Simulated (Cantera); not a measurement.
Feed: 1 mol CS₂, 9.2 mol H₂, 3.9 mol H₂O, held at 10000 Pa.

These are equilibrium values from Cantera (NASA tables, ideal gas, pure condensed phases), not measurements of a reactor. Candidate condensed phases: C, C₆H₆, C₇H₈, C₈H₁₈, H₂O, H₂SO₄, S; 123 gas species. The numbers say what is thermodynamically allowed, not how fast it happens. All values below are at 1525 °C.

Base state: H₂ 0.648, H₂O 0.189, CO 0.0627, H₂S 0.0449, S₂ 0.0404, SH 0.00702, CO₂ 0.00479, SO 0.000935 (mole fractions); condensed: gas only.

Q: What changes in the equilibrium state with this change: H₂O from 3.9 to 9.8 mol?

A: 
```csv
species,before,after
H₂,0.648,0.481
H₂O,0.189,0.402
CO,0.0627,0.0394
H₂S,0.0449,0.0276
S₂,0.0404,0.0278
SO₂,0.000744,0.00507
OH,1.72e-5,4.24e-5
```
